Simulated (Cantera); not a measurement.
A Cantera script and its output.

```python
import numpy as np
import cantera as ct

gas = ct.Solution("gri30.yaml")


def delay(T, t_max=10):
    gas.TPX = T, 87000, {'CH4': 1, 'O2': 1.05, 'N2': 3.96}
    reactor = ct.IdealGasConstPressureReactor(gas, clone=False)
    net = ct.ReactorNet([reactor])
    net.rtol, net.atol = 1e-8, 1e-16
    while net.time < t_max:
        t_old, T_old = net.time, reactor.T
        net.step()
        if reactor.T > T + 400:  # ignition: a rise of 400 K
            return t_old + (T + 400 - T_old) / (reactor.T - T_old) * (net.time - t_old)
    return np.nan


taus = []
for T in [1100, 1175, 1250, 1325, 1400, 1475, 1550, 1625, 1700]:
    taus.append(delay(T))
    print(f"T0 = {T:6g} K   tau = {taus[-1]:.4e} s")
```

Output:

```
T0 =   1100 K   tau = 3.3877e-01 s
T0 =   1175 K   tau = 1.0671e-01 s
T0 =   1250 K   tau = 3.6670e-02 s
T0 =   1325 K   tau = 1.3554e-02 s
T0 =   1400 K   tau = 5.3498e-03 s
T0 =   1475 K   tau = 2.2624e-03 s
T0 =   1550 K   tau = 1.0347e-03 s
T0 =   1625 K   tau = 5.1527e-04 s
T0 =   1700 K   tau = 2.7897e-04 s
```

Model: GRI-Mech 3.0 (53 species, 325 reactions), integrated in Cantera.
